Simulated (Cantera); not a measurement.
A closed system holds: 1 mol Al(CH₃)₃, 0.93 mol N₂, 890 mol H₂, 0.0082 mol H₂O, at 26.0 Pa.

Method: chemical equilibrium by Gibbs-energy minimisation in Cantera with the NASA 1993 tables (ideal gas, pure condensed phases). Candidate condensed phases: Al, AlN, Al₂O₃, C, C₆H₆, C₇H₈, C₈H₁₈, H₂O; 148 gas species. The feed counts by its element totals alone. The numbers say what is thermodynamically allowed, not how fast it happens.

x: gas mole fraction; n: condensed amount in mol.

| T (°C) | x H₂ | x H | x C₂H₂ (acetylene) | x Al | n AlN(s) | n C(graphite) |
|---|---|---|---|---|---|---|
| 775 | 0.999 | 4.79e-7 | 3.94e-9 | <1e-12 | 1.00 | 2.98 |
| 875 | 0.999 | 4.44e-6 | 3.71e-8 | 1.00e-10 | 1.00 | 2.99 |
| 975 | 0.999 | 2.90e-5 | 2.43e-7 | 2.18e-8 | 1.000 | 2.99 |
| 1075 | 0.999 | 0.000143 | 1.20e-6 | 2.11e-6 | 0.998 | 2.98 |
| 1175 | 0.999 | [?] | [?] | [?] | [?] | 2.97 |
| 1275 | 0.996 | 0.00191 | 1.56e-5 | 0.00110 | 0 | 2.92 |
| 1375 | 0.992 | 0.00550 | 4.44e-5 | 0.00110 | 0 | 2.83 |
| 1475 | 0.984 | [?] | [?] | 0.00110 | 0 | 2.66 |
| 1575 | 0.965 | 0.0323 | 0.000249 | 0.00109 | 0 | 2.32 |
| 1675 | 0.930 | 0.0676 | 0.000501 | 0.00107 | 0 | 1.74 |
| 1775 | 0.867 | 0.129 | 0.000909 | 0.00104 | 0 | 0.783 |
| 1875 | 0.770 | 0.227 | 0.00119 | 0.000986 | 0 | 0 |

Fill in the missing entries.


- 1475, x H: 0.0141
- 1475, x C₂H₂ (acetylene): 0.000111
- 1175, x H: 0.000571
- 1175, x C₂H₂ (acetylene): 4.75e-6
- 1175, x Al: 0.000103
- 1175, n AlN(s): 0.906
